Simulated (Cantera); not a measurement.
What does this Cantera script print?

```python
import numpy as np
import cantera as ct

gas = ct.Solution("h2o2.yaml")
gas.TPX = 500, 1000000, {'H2': 1, 'O2': 0.217, 'N2': 0.761, 'H2O': 0.19}
flame = ct.FreeFlame(gas, width=0.008)
flame.set_refine_criteria(ratio=3, slope=0.08, curve=0.16)
flame.transport_model = "mixture-averaged"
flame.solve(loglevel=0, auto=True)
z, T = flame.grid, flame.T
thick = (T[-1] - T[0]) / np.gradient(T, z).max()
show = ['H2', 'O2', 'H2O', 'O', 'H2O2', 'HO2']
print(f"laminar burning velocity  {flame.velocity[0] * 100:.3f} cm/s")
print(f"burnt temperature         {T[-1]:.1f} K")
print(f"thermal thickness         {thick * 1e3:.4f} mm")
print(f"grid points               {len(z)}")
z0 = z[flame.heat_release_rate.argmax()]
print(f"{'z/mm':>9s}{'T/K':>9s}{'u/(m/s)':>9s}" + "".join(f"{s:>11s}" for s in show))
rows = []
for k in (-3, -2, -1.5, -1, -0.5, -0.25, 0, 0.25, 0.5, 1, 2, 4, 8):
    zz = z0 + k * thick
    rows.append([k * thick, np.interp(zz, z, T), np.interp(zz, z, flame.velocity),
                 *(np.interp(zz, z, flame.X[gas.species_index(s)]) for s in show)])
    print(f"{rows[-1][0] * 1e3:9.3f}{rows[-1][1]:9.1f}{rows[-1][2]:9.3f}" + "".join(f"{x:11.3e}" for x in rows[-1][3:]))
```

Result:

```
laminar burning velocity  354.905 cm/s
burnt temperature         2012.9 K
thermal thickness         0.0258 mm
grid points               114
     z/mm      T/K  u/(m/s)         H2         O2        H2O          O       H2O2        HO2
   -0.077    500.1    3.549  4.611e-01  1.001e-01  8.767e-02  3.900e-11  2.589e-09  1.653e-08
   -0.052    500.8    3.550  4.605e-01  1.002e-01  8.778e-02  5.836e-10  2.833e-08  1.792e-07
   -0.039    503.1    3.559  4.592e-01  1.005e-01  8.807e-02  4.925e-09  2.157e-07  1.351e-06
   -0.026    520.7    3.648  4.528e-01  1.015e-01  8.971e-02  8.271e-08  4.016e-06  2.523e-05
   -0.013    697.4    4.690  4.214e-01  1.013e-01  1.060e-01  6.754e-06  1.118e-04  9.089e-04
   -0.006   1017.9    6.659  3.850e-01  8.706e-02  1.455e-01  9.775e-05  2.250e-04  1.366e-03
    0.000   1369.9    8.840  3.436e-01  6.002e-02  2.040e-01  3.898e-04  9.430e-05  6.687e-04
    0.006   1606.9   10.331  3.098e-01  3.304e-02  2.558e-01  5.237e-04  1.286e-05  3.070e-04
    0.013   1737.6   11.159  2.899e-01  1.586e-02  2.879e-01  3.880e-04  4.752e-06  1.359e-04
    0.026   1847.7   11.844  2.773e-01  3.408e-03  3.116e-01  1.460e-04  1.578e-06  2.706e-05
    0.052   1915.6   12.241  2.769e-01  3.093e-04  3.188e-01  4.802e-05  3.701e-07  2.358e-06
    0.103   1960.4   12.492  2.799e-01  1.854e-05  3.207e-01  1.634e-05  1.078e-07  1.846e-07
    0.206   1987.2   12.638  2.820e-01  3.237e-06  3.217e-01  4.807e-06  3.552e-08  3.788e-08
```

Computed with Cantera and the H2/O2 subset of GRI-Mech 3.0, which has no nitrogen chemistry. The hydrogen kinetics of GRI-Mech 3.0 are dated; newer H2 mechanisms differ, most at raised pressure. Burning velocities carry a grid error of a few per cent, more on coarse grids.
